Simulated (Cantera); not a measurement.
A freely propagating, adiabatic, planar premixed flame of 27.3 % CO, 6.72 % H₂, 13.9 % O₂, 52.1 % N₂, equivalence ratio 1.2, unburnt at 625 K and 0.770 atm; mixture-averaged transport, grid criteria slope 0.08 and curve 0.16, no radiation.

Model: GRI-Mech 3.0 (53 species, 325 reactions), integrated in Cantera. Burning velocities carry a grid error of a few per cent, more on coarse grids.

### Question
Predict: laminar burning velocity; thermal thickness; peak x(O); peak x(H₂O₂).

### Answer
```
Quantity                    Result
------------------------  --------
laminar burning velocity  317 cm/s
thermal thickness         1.000 mm
peak x(O)                   0.0192
peak x(H₂O₂)               1.13e-5
```
